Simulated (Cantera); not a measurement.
Charge: 1 mol SiCl4, 0.86 mol HCl, 0.79 mol H2, held at 800 K and 2300000 Pa.

Method: chemical equilibrium by Gibbs-energy minimisation in Cantera with the NASA 1993 tables (ideal gas, pure condensed phases). Candidate condensed phases: Si; 19 gas species. Kinetics and transport are ignored.

Base state: SiCl4 0.377, HCl 0.325, H2 0.298, SiHCl3 0.000312 (mole fractions); condensed: gas only.

Question: What changes in the equilibrium state with this change: SiCl4 replaced by Si?

Answer: 
| species | before | after |
|---|---|---|
| H2 | 0.298 | 0.815 |
| SiHCl3 | 0.000312 | 0.0995 |
| SiCl4 | 0.377 | 0.0742 |
| HCl | 0.325 | 0.000549 |
| SiH2Cl2 | 2.09e-8 | 0.0108 |
| SiH3Cl | <1e-9 | 0.000269 |
| SiCl3 | 8.27e-8 | 1.59e-5 |
| Si(s), mol | 0 | 0.743 |
The tables' values for SiCl3 are old estimates; treat these amounts as uncertain.

Question: What changes in the equilibrium state with this change: temperature from 800 K to 975 K?

Answer: 
| species | before | after |
|---|---|---|
| SiCl4 | 0.377 | 0.375 |
| HCl | 0.325 | 0.326 |
| H2 | 0.298 | 0.296 |
| SiHCl3 | 0.000312 | 0.00195 |
